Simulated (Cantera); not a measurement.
Feed: 1 mol NH₃, 0.046 mol H₂O, held at 3098 K and 0.100 bar.

Method: chemical equilibrium by Gibbs-energy minimisation in Cantera with the NASA 1993 tables (ideal gas, pure condensed phases). Kinetics and transport are ignored.

```json
[
 {"species": "H₂", "before": "0.378", "after": "0.733"},
 {"species": "N₂", "before": "0.193", "after": "0.244"},
 {"species": "H₂O", "before": "0.0106", "after": "0.0225"},
 {"species": "H", "before": "0.411", "after": "0.000144"},
 {"species": "O", "before": "0.00270", "after": "<1e-9"},
 {"species": "NO", "before": "0.000315", "after": "1.47e-9"},
 {"species": "N", "before": "3.57e-5", "after": "<1e-9"},
 {"species": "O₂", "before": "2.97e-5", "after": "<1e-9"},
 {"species": "OH", "before": "0.00410", "after": "1.72e-7"}
]
```
Gas species are given as mole fractions.

### Question
Which change was made?
(A) temperature from 3098 K to 1598.15 K
(B) H₂O from 0.046 to 0.073 mol
(C) H₂O from 0.046 to 9.7 mol
(D) H₂O from 0.046 to 3.5 mol

### Answer
A, temperature from 3098 K to 1598.15 K
